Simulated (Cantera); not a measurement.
Input: 1 mol CaO, a varied amount of HF, 0.37 mol N2, held at 1150 K and 1000 Pa.

Cantera equilibrium calculation (NASA polynomials, part measured and part estimated; ideal gas, pure solids and liquids). Candidate condensed phases: Ca, CaF2, CaO, Ca(OH)2, H2O; 47 gas species. Equilibrium is a limit: real reactors are often held back by kinetics, nucleation or transport.

**Question.** At 23 mol HF, list the 3 most abundant gas species with their mole fractions, and the condensed phases.

**Answer.** HF 0.939, H2O 0.0447, N2 0.0165. Condensed: CaF2(s).
